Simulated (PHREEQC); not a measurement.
PHREEQC input (ion-association model, phreeqc.dat):

```
SOLUTION_SPECIES
  CO3-2 + 10 H+ + 8 e- = CH4 + 3 H2O  # shut off: no methane
    -log_k -100
    -delta_h 0
    -analytic -100
SOLUTION 1
  temp 25
  units mol/kgw
  pH 7 charge
END
SELECTED_OUTPUT 1
  -reset false
  -pH true
  -pe true
  -ionic_strength true
  -water true
  -totals C C(-4) C(4) Hdg
  -molalities H+ CO3-2 OH- HCO3- CO2 (CO2)2
USER_PUNCH 1
  -headings p_CO2(g) phi_CO2(g) p_Hdg(g) phi_Hdg(g) p_H2O(g) phi_H2O(g) density
  10 PUNCH PR_P("CO2(g)"), PR_PHI("CO2(g)"), PR_P("Hdg(g)"), PR_PHI("Hdg(g)"), PR_P("H2O(g)"), PR_PHI("H2O(g)"), RHO
PRINT
  -reset false
USE solution 1
REACTION_TEMPERATURE 1
  10
GAS_PHASE 1
  -fixed_pressure
  -pressure 30
  -temperature 10
  -volume 20
  CO2(g) 15
  Hdg(g) 15
  H2O(g) 0
END
# ... the last block is repeated for the other 8 points of T (°C)
```

Selected output (columns that matter, 9 of 9 rows; T (°C) added in front):

```
T (°C)	pH	mu	C	Hdg	m_H+	m_OH-	m_CO2	p_CO2(g)	phi_CO2(g)	p_Hdg(g)	phi_Hdg(g)	p_H2O(g)	phi_H2O(g)	density
10	3.3224	0.00048745	0.65161	0.013601	0.00048745	6.4432e-12	0.6423	14.635	0.85139	15.349	1.0423	0.016207	0.76661	1.0073
20	3.3455	0.00046213	0.48589	0.012507	0.00046213	1.5828e-11	0.47834	14.71	0.86527	15.26	1.0392	0.03002	0.78475	1.0039
30	3.3733	0.00043326	0.37796	0.011769	0.00043326	3.6205e-11	0.37158	14.753	0.87775	15.193	1.0364	0.053183	0.80117	1.0002
40	3.4049	0.00040272	0.30482	0.011293	0.00040272	7.7654e-11	0.29923	14.772	0.88895	15.137	1.0339	0.090532	0.81595	0.99592
50	3.4394	0.00037182	0.25352	0.011016	0.00037182	1.5713e-10	0.24851	14.77	0.89899	15.081	1.0318	0.14866	0.82919	0.99119
60	3.4762	0.00034145	0.21648	0.010897	0.00034145	3.0159e-10	0.21189	14.746	0.90798	15.018	1.0299	0.23627	0.84095	0.98597
70	3.515	0.00031215	0.18902	0.010904	0.00031215	5.5168e-10	0.18475	14.697	0.91605	14.939	1.0283	0.36451	0.85131	0.98027
80	3.5554	0.00028426	0.1682	0.011017	0.00028426	9.6586e-10	0.16417	14.617	0.92327	14.835	1.0269	0.54733	0.86032	0.97409
90	3.5974	0.00025794	0.15205	0.011216	0.00025794	1.6246e-09	0.14823	14.5	0.92974	14.699	1.0258	0.80169	0.86802	0.96745
```

Complexes and solids missing from the database can't appear. Away from 25 °C the constants follow the database's enthalpies or fits; those with neither stay at their 25 °C values.
